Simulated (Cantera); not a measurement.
A closed system holds: 1 mol SiH₄, 0.75 mol NH₃, equilibrated at 1248 K and 74.0 mbar.

Cantera equilibrium calculation (NASA polynomials, part measured and part estimated; ideal gas, pure solids and liquids). Candidate condensed phases: Si, Si₃N₄; 18 gas species. Mutual solubility and eutectic melting of coexisting phases are not modelled. Kinetics and transport are ignored.

Base state: H₂ 1.000 (mole fractions); condensed: Si(s) + Si₃N₄(s).

Q: What changes in the equilibrium state with this change: SiH₄ replaced by SiH₂Cl₂?

A: 
```
species         before     after
-------------  -------  --------
H₂               1.000     0.683
HCl                  0     0.159
SiCl₄                0     0.108
SiCl₂                0    0.0174
SiHCl₃               0    0.0164
SiCl₃                0    0.0162
SiH₂Cl₂              0  0.000338
N₂             1.61e-6   1.97e-5
Si(s), mol       0.438         0
Si₃N₄(s), mol    0.187     0.187
```
The tables' values for SiCl₃ are old estimates; treat these amounts as uncertain. Further candidate phases: NH₄Cl.
